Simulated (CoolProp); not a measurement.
A Linde-Hampson liquefier for ethylene: isothermal reversible compression at 300 K from 1 atm to 20 MPa, throttling to 1 atm, return gas leaving the recuperator 2 K below the feed. Each further row changes one setting.

Values from CoolProp's reference Helmholtz-energy equation of state, Smukala 2000.

```
case                        liquid yield per pass  compression work (kJ/kg of gas)
--------------------------  ---------------------  -------------------------------
as stated                                       ?                              373
high pressure 40 MPa                            ?                                ?
warm-end temperature 330 K                  0.384                              440
warm-end gap 7 K                                ?                              373
```

### Question
Some entries are withheld; supply them.

### Answer

- as stated, liquid yield per pass: 0.475
- high pressure 40 MPa, liquid yield per pass: 0.473
- high pressure 40 MPa, compression work (kJ/kg of gas): 420
- warm-end gap 7 K, liquid yield per pass: 0.468
